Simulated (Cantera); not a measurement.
Reactions in the system H-N-O-V

Source: NASA polynomial tables (part measured, part estimated), evaluated in Cantera. Values are per mole of reaction as written; species without (g) are pure solids or liquids, kept so even where they would boil at 1 bar.

6 H2O2(g) + 6 V + 2 N2(g) ⇌ 3 V2O4 + 4 NH3(g)

| T (K) | ΔH° (kJ) | ΔS° (J/K) | ΔG° (kJ) | log10 K |
|---|---|---|---|---|
| 300 | -3647.4 | -882.2 | -3382.8 | 588.98 |
| 525 | -3606.6 | -769.5 | -3202.6 | 318.63 |
| 600 | -3600.6 | -758.9 | -3145.2 | 273.81 |
| 675 | -3594.3 | -749.1 | -3088.7 | 239.01 |
| 750 | -3588.0 | -740.2 | -3032.9 | 211.22 |
| 825 | -3581.6 | -732.1 | -2977.7 | 188.53 |
| 900 | -3575.3 | -724.7 | -2923.0 | 169.65 |
| 975 | -3568.9 | -717.9 | -2868.9 | 153.70 |
| 1050 | -3562.4 | -711.5 | -2815.3 | 140.05 |

2 NH3(g) + 3 V2O4 ⇌ 3 V2O3 + N2(g) + 3 H2O(g)

```
T (K)  ΔH° (kJ)  ΔS° (J/K)  ΔG° (kJ)  log10 K
-----  --------  ---------  --------  -------
300        -8.3      356.7    -115.3    20.08
525       -34.6      280.0    -181.6    18.07
600       -35.5      278.5    -202.5    17.63
675       -36.7      276.5    -223.4    17.28
750       -38.3      274.3    -244.0    16.99
825       -40.0      272.2    -264.5    16.75
900       -41.7      270.1    -284.8    16.53
975       -43.5      268.2    -305.0    16.34
1050      -45.4      266.4    -325.1    16.17
```
